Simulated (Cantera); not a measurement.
Charge: 1 mol SiC, 0.31 mol H2O, 66 mol N2, equilibrated at 2173.15 K and 135 Torr.

Method: chemical equilibrium by Gibbs-energy minimisation in Cantera with the NASA 1993 tables (ideal gas, pure condensed phases). Candidate condensed phases: C, C6H6, C7H8, C8H18, H2O, Si, SiC, SiO2, Si2N2O, Si3N4; 151 gas species. The tables' values for SiN are old estimates; treat these amounts as uncertain. The numbers say what is thermodynamically allowed, not how fast it happens.

Base state: N2 0.989, H2 0.00413, CO 0.00286, SiO 0.00179, Si 0.00106, H 0.000732, HCN 0.000259, SiN 7.96e-5 (mole fractions); condensed: SiC(s).

**Question.** What changes in the equilibrium state with this change: pressure from 135 Torr to 300 Torr?

**Answer.** 
```csv
species,before,after
N2,0.989,0.990
H2,0.00413,0.00427
CO,0.00286,0.00258
Si,0.00106,0.000540
SiO,0.00179,0.00207
Si2C,5.66e-5,2.89e-5
Si2,1.08e-5,6.26e-6
H,0.000732,0.000499
"SiC(s), mol",0.786,0.809
```

**Question.** What changes in the equilibrium state with this change: pressure from 135 Torr to 100 Torr?

**Answer.** 
| species | before | after |
|---|---|---|
| N2 | 0.989 | 0.989 |
| H2 | 0.00413 | 0.00407 |
| CO | 0.00286 | 0.00300 |
| Si | 0.00106 | 0.00134 |
| SiO | 0.00179 | 0.00164 |
| Si2C | 5.66e-5 | 7.15e-5 |
| Si2 | 1.08e-5 | 1.28e-5 |
| SiC(s), mol | 0.786 | 0.774 |

**Question.** What changes in the equilibrium state with this change: pressure from 135 Torr to 1 atm?

**Answer.** 
| species | before | after |
|---|---|---|
| N2 | 0.989 | 0.990 |
| H2 | 0.00413 | 0.00437 |
| CO | 0.00286 | 0.00240 |
| Si | 0.00106 | 0.000231 |
| SiO | 0.00179 | 0.00225 |
| Si2C | 5.66e-5 | 1.23e-5 |
| Si2 | 1.08e-5 | 2.90e-6 |
| H | 0.000732 | 0.000317 |
| SiN | 7.96e-5 | 4.12e-5 |
| SiC(s), mol | 0.786 | 0.824 |
